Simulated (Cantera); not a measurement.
Cantera run:

```python
import numpy as np
import cantera as ct

gas_names = """
    CL CL2 H HCL H2 Si SiCL SiCL2 SiCL3 SiCL4 SiH SiHCL3 SiH2 SiH2CL2 SiH3 SiH3CL SiH4 Si2 Si3
""".split()
cond_names = """
    Si(cr) Si(L)
""".split()


# ... load() reads the species with a 1 bar reference pressure and builds the phases ...
atoms = {
    'SiH2Cl2': {'Si': 1, 'H': 2, 'CL': 2},
    'Cl2': {'CL': 2},
    'H2': {'H': 2},
}
top_T = {}  # K; cautious upper limits of use, not melting points


# ... equilibrate(T, P, feed) seeds the gas with the atoms and calls Mixture.equilibrate('TP', solver="vcs", rtol=1e-11, max_steps=5000) ...
results = []
feed = {'SiH2Cl2': 1, 'Cl2': 0.095, 'H2': 94}  # mol
P = 190000  # Pa
for T in [1225, 1300, 1375, 1450, 1525, 1600, 1675, 1750]:
    mix = equilibrate(T, P, feed)
    results.append((T, P, feed, dict(zip(mix.species_names, mix.species_moles))))

top = {s: max(r[3][s] / sum(r[3][g] for g in gas_names) for r in results) for s in gas_names}
cols = sorted((s for s in top if top[s] > 0.001), key=lambda s: -top[s])[:5]
seen = [c for c in cond_names if any(r[3].get(c, 0) > 1e-12 for r in results)]
print("log10 of partial pressures in bar; condensed amounts in mol")
print(f"{'T/K':>10s}" + "".join(f"{s[:9]:>10s}" for s in cols + seen))
for T, P, feed, n in results:
    ng = sum(n[g] for g in gas_names)
    print(f"{T:10.4g}" + "".join(f"{np.log10(max(n[s] / ng * P / 1e5, 1e-99)):10.3f}" for s in cols)
          + "".join(f"{n.get(c, 0):10.4g}" for c in seen))
```

Result:

```
log10 of partial pressures in bar; condensed amounts in mol
       T/K        H2       HCL    SiHCL3     SiCL2    Si(cr)     Si(L)
      1225     0.271    -1.588    -2.564    -3.059     0.694         0
      1300     0.270    -1.501    -2.826    -2.847    0.7745         0
      1375     0.270    -1.456    -3.154    -2.722     0.823         0
      1450     0.270    -1.437    -3.510    -2.654    0.8452         0
      1525     0.269    -1.429    -3.861    -2.613     0.853         0
      1600     0.269    -1.427    -4.192    -2.586    0.8541         0
      1675     0.269    -1.427    -4.498    -2.566    0.8522         0
      1750     0.269    -1.421    -4.815    -2.591         0    0.8621
```

Method: chemical equilibrium by Gibbs-energy minimisation in Cantera with the NASA 1993 tables (ideal gas, pure condensed phases). The tables' values for SiCl3 are old estimates; treat these amounts as uncertain. Gases not in the tables: Si2H6 and higher silanes.
